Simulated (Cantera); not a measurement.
Charge: 1 mol MgSO₄, 0.028 mol C, 0.24 mol H₂, held at 0.000930 bar.

These are equilibrium values from Cantera (NASA tables, ideal gas, pure condensed phases), not measurements of a reactor. Candidate condensed phases: C, C₆H₆, C₇H₈, C₈H₁₈, H₂O, H₂SO₄, Mg, MgCO₃, MgO, Mg(OH)₂, MgS, MgSO₄, S; 130 gas species. Gases not in the tables: S₃ to S₇. Rates play no part.

x: gas mole fraction; n: condensed amount in mol.

```tsv
T (K)	x H₂O	x SO₂	x H₂S	x CO₂	x S₂	x S₈	x O₂	n MgO(s)	n MgSO₄(s)
575	0.659	0.0286	0.177	0.0976	0.0334	0.00384	<1e-12	0.0872	0.913
625	0.553	0.290	0.0400	0.0692	0.0462	1.64e-5	<1e-12	0.172	0.828
675	0.426	0.525	4.13e-5	0.0497	1.60e-5	<1e-12	<1e-12	0.296	0.704
725	0.426	0.525	1.86e-8	0.0496	8.13e-10	<1e-12	<1e-12	0.296	0.704
775	0.426	0.525	2.32e-11	0.0496	<1e-12	<1e-12	<1e-12	0.296	0.704
825	0.426	0.525	<1e-12	0.0496	<1e-12	<1e-12	…	0.296	0.704
875	0.426	0.525	<1e-12	0.0496	<1e-12	<1e-12	…	0.296	0.704
925	0.425	0.525	<1e-12	0.0496	<1e-12	<1e-12	…	0.296	0.704
975	0.420	0.525	<1e-12	0.0490	<1e-12	<1e-12	…	0.301	0.699
```

Question: Fill in the missing entries.

Answer: 
- 825, x O₂: 1.54e-10
- 875, x O₂: 8.52e-8
- 925, x O₂: 2.34e-5
- 975, x O₂: 0.00354
